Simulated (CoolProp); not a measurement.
A single-stage vapour-compression cycle with hydrogen sulfide: evaporating at 303.15 K (dew point), condensing at 355.15 K (bubble point), superheat 2 K, subcooling 2 K, compressor efficiency 0.6, no pressure losses. Each further row changes one setting.

Values from CoolProp's reference Helmholtz-energy equation of state, Lemmon 2006. It is a short technical equation, of lower accuracy than the large ones.

| case | cooling COP | pressure ratio | discharge temperature (K) | refrigerating effect (kJ/kg) | volumetric capacity (kJ/m³) |
|---|---|---|---|---|---|
| as stated | 2.30 | 2.89 | 435.5 | 276 | 10500 |
| evaporating temperature 308.15 K | [?] | 2.57 | 425.2 | 277 | 11800 |
| condensing temperature 350.15 K | [?] | 2.64 | [?] | 292 | 11100 |
| subcooling 7 K | 2.45 | 2.89 | 435.5 | [?] | 11100 |
| superheat 12 K | 2.27 | 2.89 | 451.4 | 291 | [?] |
| compressor efficiency 0.5 | 1.92 | 2.89 | 452.7 | 276 | 10500 |

Question: Complete the blanks.

Answer: 
- evaporating temperature 308.15 K, cooling COP: 2.63
- condensing temperature 350.15 K, cooling COP: 2.69
- condensing temperature 350.15 K, discharge temperature (K): 423.1
- subcooling 7 K, refrigerating effect (kJ/kg): 294
- superheat 12 K, volumetric capacity (kJ/m³): 10400
